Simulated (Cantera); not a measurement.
A perfectly stirred reactor is fed with CH4 : H2O = 1 : 0.84 (molar parts), at 9.50 bar; it is held at 1873 K, and followed from long to short residence time.

Computed with Cantera and GRI-Mech 3.0 (53 species, 325 reactions).

### Question
What does this change do: pressure from 9.50 bar to 0.270 bar?

### Answer
```json
[
 {"quantity": "x(CH4) at τ = 0.910 s", "before": "0.0301", "after": "0.0134"},
 {"quantity": "x(H2O) at τ = 0.910 s", "before": "0.0304", "after": "0.0664"},
 {"quantity": "x(CH2O) at τ = 0.910 s", "before": "6.74e-7", "after": "3.33e-7"},
 {"quantity": "x(CH2) at τ = 0.910 s", "before": "4.98e-8", "after": "7.38e-7"},
 {"quantity": "x(C2H) at τ = 0.910 s", "before": "6.55e-8", "after": "8.94e-7"},
 {"quantity": "x(CH4) at τ = 39.0 ms", "before": "0.0555", "after": "0.0547"},
 {"quantity": "x(H2O) at τ = 39.0 ms", "before": "0.142", "after": "0.227"},
 {"quantity": "x(CH2O) at τ = 39.0 ms", "before": "1.41e-6", "after": "5.05e-6"},
 {"quantity": "x(CH2) at τ = 39.0 ms", "before": "1.54e-7", "after": "2.99e-6"},
 {"quantity": "x(C2H) at τ = 39.0 ms", "before": "2.13e-7", "after": "2.03e-6"}
]
```

### Question
What does this change do: pressure from 9.50 bar to 1.50 bar?

### Answer
```json
[
 {"quantity": "x(CH4) at τ = 0.910 s", "before": "0.0301", "after": "0.0133"},
 {"quantity": "x(H2O) at τ = 0.910 s", "before": "0.0304", "after": "0.0447"},
 {"quantity": "x(CH2O) at τ = 0.910 s", "before": "6.74e-7", "after": "1.86e-7"},
 {"quantity": "x(CH2) at τ = 0.910 s", "before": "4.98e-8", "after": "1.51e-7"},
 {"quantity": "x(C2H) at τ = 0.910 s", "before": "6.55e-8", "after": "2.93e-7"},
 {"quantity": "x(CH4) at τ = 39.0 ms", "before": "0.0555", "after": "0.0474"},
 {"quantity": "x(H2O) at τ = 39.0 ms", "before": "0.142", "after": "0.184"},
 {"quantity": "x(CH2O) at τ = 39.0 ms", "before": "1.41e-6", "after": "1.93e-6"},
 {"quantity": "x(CH2) at τ = 39.0 ms", "before": "1.54e-7", "after": "7.06e-7"},
 {"quantity": "x(C2H) at τ = 39.0 ms", "before": "2.13e-7", "after": "7.65e-7"}
]
```
